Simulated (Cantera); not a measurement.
Charge: 1 mol SiH2Cl2, 2.5 mol HCl, 87 mol H2, at 160000 Pa.

Method: chemical equilibrium by Gibbs-energy minimisation in Cantera with the NASA 1993 tables (ideal gas, pure condensed phases). Candidate condensed phases: Si; 19 gas species. The tables' values for SiCl3 are old estimates; treat these amounts as uncertain. Equilibrium is a limit: real reactors are often held back by kinetics, nucleation or transport. All values below are at 1398 K.

Base state: H2 0.961, HCl 0.0330, SiCl2 0.00333, SiHCl3 0.00134, SiCl3 0.000716, SiCl4 0.000657, SiH2Cl2 0.000413, SiH3Cl 3.65e-5 (mole fractions); condensed: Si(s).

**Question.** What changes in the equilibrium state with this change: SiH2Cl2 replaced by SiCl4?

**Answer.** 
```tsv
species	before	after
H2	0.961	0.947
HCl	0.0330	0.0424
SiCl2	0.00333	0.00487
SiCl4	0.000657	0.00161
SiCl3	0.000716	0.00135
SiHCl3	0.00134	0.00252
Si(s), mol	0.407	0
```
